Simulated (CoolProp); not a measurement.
A simple Rankine cycle with R11: condensing at 323.15 K, boiler at 2.39 MPa, turbine inlet 470.7 K, turbine efficiency 0.6, pump efficiency 0.8, no recuperator. Each further row changes one setting.

Values from CoolProp's reference Helmholtz-energy equation of state, Jacobsen 1992.

```csv
case,thermal efficiency (%),net work (kJ/kg),heat in (kJ/kg),turbine exit temperature (K),volume ratio over the turbine
as stated,11.7,28.9,247,395.3,10.5
turbine inlet 490.7 K,11.8,31.1,262,416.4,10.2
condensing temperature 315.15 K,12.6,31.9,254,389.8,13.3
boiler pressure 1.67 MPa,10.4,26.5,255,411.4,7.01
turbine efficiency 0.5,9.7,23.8,247,403.2,10.8
```
